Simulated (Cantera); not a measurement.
Feed: 1 mol CF4, 1.5 mol H2, at 4.20 Torr.

These are equilibrium values from Cantera (NASA tables, ideal gas, pure condensed phases), not measurements of a reactor. Candidate condensed phases: C, C6H6, C7H8, C8H18; 95 gas species. Kinetics and transport are ignored. All values below are at 2900 °C.

Base state: HF 0.441, F 0.315, H 0.142, C3 0.0420, CF 0.0260, C 0.0218, C2 0.00866, H2 0.00166 (mole fractions); condensed: gas only.

Task: What changes in the equilibrium state with this change: CF4 replaced by C2F6?

Result: 
| species | before | after |
|---|---|---|
| F | 0.315 | 0.447 |
| HF | 0.441 | 0.336 |
| H | 0.142 | 0.0763 |
| CF | 0.0260 | 0.0416 |
| C3 | 0.0420 | 0.0603 |
| C2 | 0.00866 | 0.0110 |
| C | 0.0218 | 0.0246 |
| H2 | 0.00166 | 0.000478 |
| C2H2 (acetylene) | 4.31e-5 | 1.58e-5 |
The feed counts by its element totals alone.
